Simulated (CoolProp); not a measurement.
Propyne at several states: fugacity coefficient from the reference equation and from simpler models built on Tc = 129.6 °C, pc = 5.658 MPa, ω = 0.204; each cubic takes its own stable root.

Model: reference Helmholtz-energy equation of state, Polt 1992, in CoolProp. This equation is an older, rougher fit; its heat capacities, sound speeds and derivatives of the liquid may be far off and weren't checked against measurements.

```csv
T (°C),p (MPa),phase,reference
184.15,12.5,supercritical,0.5669
182.45,0.565,gas,0.9766
106.85,0.019,gas,0.9986
135.15,31,supercritical,0.2445
28.35,0.249,gas,0.9607
```

How far does each simpler model (van der Waals, Redlich-Kwong, Soave-Redlich-Kwong) lie from the reference over these 5 states: mean and median of the absolute difference, and the worst?


- van der Waals: mean 7.2 %, median 1.4 %, worst +32.7 % at 135.15 °C and 31 MPa
- Redlich-Kwong: mean 2.1 %, median 0.6 %, worst +8.4 % at 135.15 °C and 31 MPa
- Soave-Redlich-Kwong: mean 2.7 %, median 0.4 %, worst +9.4 % at 135.15 °C and 31 MPa
